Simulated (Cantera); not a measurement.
**Adiabatic ignition**

An adiabatic, constant-pressure homogeneous reactor starts with H2 : O2 : N2 : H2O = 1 : 0.758 : 2.85 : 0.15 (molar parts), equivalence ratio 0.66, at 1200 K and 1.00 atm.

Computed with Cantera and the H2/O2 subset of GRI-Mech 3.0, which has no nitrogen chemistry.

```csv
t (s),T (K),x H2,x O2,x H2O,x O,x H2O2,x H,x HO2
5.00e-6,1200,0.210,0.159,0.0315,3.85e-9,4.50e-11,2.20e-8,1.56e-8
1.89e-5,1200,0.210,0.159,0.0315,4.94e-7,3.37e-9,2.66e-6,7.99e-7
7.15e-5,2035,0.0260,0.0626,0.205,0.0183,6.23e-7,0.0278,1.97e-5
0.000271,2489,0.00816,0.0576,0.247,0.00460,3.83e-7,0.00303,8.47e-6
0.00102,2516,0.00671,0.0576,0.251,0.00376,4.41e-7,0.00221,8.96e-6
0.00387,2516,0.00671,0.0576,0.251,0.00376,4.41e-7,0.00221,8.96e-6
0.0147,2516,0.00671,0.0576,0.251,0.00376,4.41e-7,0.00221,8.96e-6
0.0554,2516,0.00671,0.0576,0.251,0.00376,4.41e-7,0.00221,8.96e-6
0.210,2516,0.00671,0.0576,0.251,0.00376,4.41e-7,0.00221,8.96e-6
0.793,2516,0.00671,0.0576,0.251,0.00376,4.41e-7,0.00221,8.96e-6
3.00,2516,0.00671,0.0576,0.251,0.00376,4.41e-7,0.00221,8.96e-6
```
x: mole fraction; the columns are a selection and need not sum to one.

```json
{
 "time_of_steepest_temperature_rise": "48.8 µs",
 "temperature at 3.00 s": "2516 K",
 "equilibrium_temperature": "2516 K",
 "x(H2) at 3.00 s": "0.00671 (gas-phase equilibrium 0.00671)",
 "x(O2) at 3.00 s": "0.0576 (gas-phase equilibrium 0.0576)",
 "x(H2O) at 3.00 s": "0.251 (gas-phase equilibrium 0.251)"
}
```
